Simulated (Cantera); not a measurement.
Input: 1 mol Ti, 0.87 mol H₂O, 4.7 mol H₂, 0.27 mol O₂, equilibrated at 1548.15 K and 3.30 mbar.

These are equilibrium values from Cantera (NASA tables, ideal gas, pure condensed phases), not measurements of a reactor. Candidate condensed phases: H₂O, Ti, TiO, TiO₂, Ti₂O₃, Ti₃O₅, Ti₄O₇; 12 gas species. Mutual solubility and eutectic melting of coexisting phases are not modelled. TiO: taken at fixed stoichiometry. Equilibrium is a limit: real reactors are often held back by kinetics, nucleation or transport.

Base state: H₂ 0.999, H 0.000537, H₂O 1.25e-5 (mole fractions); condensed: TiO(s) + Ti₂O₃(s).

### Question
What changes in the equilibrium state with this change: temperature from 1548.15 K to 1650 K?

### Answer
```tsv
species	before	after
H₂	0.999	0.998
H	0.000537	0.00158
H₂O	1.25e-5	2.96e-5
TiO(s), mol	0.180	0.180
Ti₂O₃(s), mol	0.410	0.410
```
